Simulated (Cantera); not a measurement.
A Cantera script and what it prints.

```python
import numpy as np
import cantera as ct

gas_names = """
    C CO CO2 C2 C2O C3 C3O2 C4 C5 O O2 O3 Si SiC SiC2 SiO SiO2 Si2 Si2C Si3
""".split()
cond_names = """
    C(gr) Si(cr) Si(L) SiC(b) SiO2(Lqz) SiO2(hqz) SiO2(L)
""".split()


def load(file, names, dense=False):
    # The tables refer to 1 bar. Condensed volumes are neglected.
    table = {s.name: s for s in ct.Species.list_from_file(file)}
    out = []
    for n in names:
        d = dict(table[n].input_data)
        d["thermo"] = dict(d["thermo"], **{"reference-pressure": 1e5})
        if dense:
            d["equation-of-state"] = {"model": "constant-volume", "density": "1e6 g/cm^3"}
        out.append(ct.Species.from_dict(d))
    return out


gas = ct.Solution(thermo="ideal-gas", species=load("nasa_gas.yaml", gas_names))
cond = {s.name: ct.Solution(thermo="fixed-stoichiometry", species=[s], name=s.name)
        for s in load("nasa_condensed.yaml", cond_names, dense=True)}
atoms = {
    'SiO2': {'Si': 1, 'O': 2},
    'C': {'C': 1},
    'CO': {'C': 1, 'O': 1},
}
top_T = {'C(gr)': 4500, 'SiC(b)': 3050}  # K; cautious upper limits of use, not melting points


def equilibrate(T, P, feed):
    n = {}
    for name, mol in feed.items():
        for a, k in atoms[name].items():
            n[a] = n.get(a, 0.0) + k * mol
    gas.TPX = T, P, n
    mass = sum(n.values()) * gas.mean_molecular_weight
    gas.equilibrate("TP")
    valid = [c for c in cond.values() if c.min_temp <= T <= top_T.get(c.name, c.max_temp)]
    mix = ct.Mixture([(gas, mass / gas.mean_molecular_weight)] + [(c, 0.0) for c in valid])
    mix.T, mix.P = T, P
    mix.equilibrate("TP", solver="vcs", rtol=1e-11, max_steps=5000)
    return mix


results = []
feed = {'SiO2': 1, 'C': 0.33, 'CO': 0.18}  # mol
P = 133.322  # Pa
for T in [1223, 1273, 1323, 1373, 1423, 1473, 1523, 1573]:
    mix = equilibrate(T, P, feed)
    results.append((T, P, feed, dict(zip(mix.species_names, mix.species_moles))))

top = {s: max(r[3][s] / sum(r[3][g] for g in gas_names) for r in results) for s in gas_names}
cols = sorted((s for s in top if top[s] > 0.001), key=lambda s: -top[s])[:6]
seen = [c for c in cond_names if any(r[3].get(c, 0) > 1e-12 for r in results)]
print("log10 of partial pressures in bar; condensed amounts in mol")
print(f"{'T/K':>10s}" + "".join(f"{s[:9]:>10s}" for s in cols + seen))
for T, P, feed, n in results:
    ng = sum(n[g] for g in gas_names)
    print(f"{T:10.4g}" + "".join(f"{np.log10(max(n[s] / ng * P / 1e5, 1e-99)):10.3f}" for s in cols)
          + "".join(f"{n.get(c, 0):10.4g}" for c in seen))
```

Output:

```
log10 of partial pressures in bar; condensed amounts in mol
       T/K        CO       SiO     C(gr)    SiC(b) SiO2(hqz)
      1223    -2.875    -8.487      0.33         0         1
      1273    -2.875    -7.342      0.33         0         1
      1323    -2.875    -6.286    0.3299         0    0.9999
      1373    -2.876    -5.484         0    0.1097    0.8893
      1423    -2.880    -4.843         0    0.1085    0.8871
      1473    -2.894    -4.243         0    0.1039    0.8779
      1523    -2.951    -3.669         0   0.08271    0.8354
      1573    -3.092    -3.281         0         0      0.67
```

Cantera equilibrium calculation (NASA polynomials, part measured and part estimated; ideal gas, pure solids and liquids). Mutual solubility and eutectic melting of coexisting phases are not modelled. The tables hold silica as quartz up to 1696 K and as liquid above; real silica turns to tridymite and cristobalite and melts near 1996 K.
